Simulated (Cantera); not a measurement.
# Silicon carbide growth: CH3SiCl3 + C2H4 + H2

Charge: 1 mol CH3SiCl3, 0.03 mol C2H4, 11 mol H2, held at 0.230 bar.

Equilibrium computed with Cantera from the NASA thermochemical tables; the gas is ideal and each condensed phase is pure. Candidate condensed phases: C, C6H6, C7H8, C8H18, Si, SiC; 109 gas species. The feed counts by its element totals alone. The tables' values for SiCl, SiCl3 are old estimates; treat these amounts as uncertain. Gases not in the tables: Si2H6 and higher silanes. Equilibrium is a limit: real reactors are often held back by kinetics, nucleation or transport.

```
T (K)  log p H2  log p HCl  log p H  log p SiCl4  log p CH4  log p SiCl2  n C(graphite)  n SiC(s)
-----  --------  ---------  -------  -----------  ---------  -----------  -------------  --------
1000      -0.70      -1.70    -9.00        -2.13      -2.43        -5.87          0.309     0.533
1150      -0.72      -1.45    -7.49        -2.49      -3.07        -4.74          0.228     0.781
1300      -0.74      -1.34    -6.32        -3.13      -3.58        -4.05          0.109     0.935
1450      -0.74      -1.32    -5.39        -3.89      -3.96        -3.64         0.0833     0.970
1600      -0.74      -1.32    -4.64        -4.58      -4.27        -3.34         0.0908     0.965
1750      -0.74      -1.33    -4.00        -5.17      -4.52        -3.11          0.107     0.948
1900      -0.74      -1.33    -3.47        -5.67      -4.73        -2.92          0.126     0.924
2050      -0.74      -1.34    -3.01        -6.12      -4.91        -2.78          0.142     0.894
2200      -0.74      -1.36    -2.62        -6.52      -5.07        -2.66          0.146     0.856
2350      -0.75      -1.38    -2.28        -6.89      -5.21        -2.57          0.133     0.797
2500      -0.77      -1.41    -1.98        -7.25      -5.35        -2.51          0.123     0.649
```
log p: log10 of the partial pressure in bar; n: condensed amount in mol.

From 1000 K to 2500 K the condensed part is C(graphite) + SiC(s). The main Si-bearing gas is SiCl4 at 1000 K and SiCl2 at 2500 K. The share of Si in condensed phases is highest at 1450 K (97.0 %) and lowest at 1000 K (53.3 %).
